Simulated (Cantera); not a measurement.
Cantera run:

```python
import numpy as np
import cantera as ct

gas_names = """
    Fe FeO Fe(OH)2 H HO2 H2 H2O H2O2 H2S H2SO4 O OH O2 O3 S SH SO SO2 SO3 S2 S2O S8
""".split()
cond_names = """
    Fe(a) Fe(c) Fe(d) Fe(L) FeO(s) FeO(L) Fe(OH)2(s) Fe(OH)3(s) FeS(a) FeS(b) FeS(c) FeS(L) FeSO4(s)
    FeS2(s) Fe2O3(s) Fe2S3O12(s) Fe3O4(s) H2O(s) H2O(L) H2SO4(L) S(cr1) S(cr2) S(L)
""".split()


# ... load() reads the species with a 1 bar reference pressure and builds the phases ...
atoms = {
    'FeS': {'Fe': 1, 'S': 1},
    'H2': {'H': 2},
    'H2O': {'H': 2, 'O': 1},
}
top_T = {'FeSO4(s)': 950, 'FeS2(s)': 1010, 'Fe2O3(s)': 1830, 'Fe2S3O12(s)': 1100, 'Fe3O4(s)': 1870}  # K; cautious upper limits of use, not melting points


# ... equilibrate(T, P, feed) seeds the gas with the atoms and calls Mixture.equilibrate('TP', solver="vcs", rtol=1e-11, max_steps=5000) ...
results = []
feed = {'FeS': 1, 'H2': 330, 'H2O': 0.14}  # mol
T = 1950  # K
P = 48  # Pa
mix = equilibrate(T, P, feed)
results.append((T, P, feed, dict(zip(mix.species_names, mix.species_moles))))
print(gas.report(threshold=1e-06))
for i in range(1, mix.n_phases):
    print(f"{mix.phase(i).name:16s} {mix.phase_moles(i):12.5e} mol")
```

Result:

```
       temperature   1950 K
          pressure   48 Pa
           density   6.5705e-06 kg/m^3
  mean mol. weight   2.2194 kg/kmol
   phase of matter   gas

                          1 kg             1 kmol
                     ---------------   ---------------
          enthalpy        2.8443e+07        6.3124e+07  J
   internal energy        2.1137e+07        4.6911e+07  J
           entropy        1.1343e+05        2.5174e+05  J/K
    Gibbs function       -1.9274e+08       -4.2776e+08  J
 heat capacity c_p             15012             33316  J/K
 heat capacity c_v             11265             25002  J/K

                      mass frac. Y      mole frac. X     chem. pot. / RT
                     ---------------   ---------------   ---------------
                Fe          0.073897         0.0029368           -12.554
                 H          0.023078          0.050812            -13.55
                H2           0.85669           0.94311             -27.1
               H2O         0.0032896        0.00040526           -57.728
               H2S          0.003038        0.00019786           -47.154
                OH        1.5195e-05        1.9829e-06           -44.178
                 S          0.021142         0.0014635           -20.053
                SH          0.013019        0.00087374           -33.603
                SO        8.2186e-05        3.7953e-06           -50.681
                S2         0.0057471        0.00019892           -40.106
     [  +12 minor]         1.414e-06        1.0549e-07

Fe(L)             0.00000e+00 mol
FeO(L)            0.00000e+00 mol
FeS(L)            0.00000e+00 mol
S(L)              0.00000e+00 mol
```

Method: chemical equilibrium by Gibbs-energy minimisation in Cantera with the NASA 1993 tables (ideal gas, pure condensed phases).
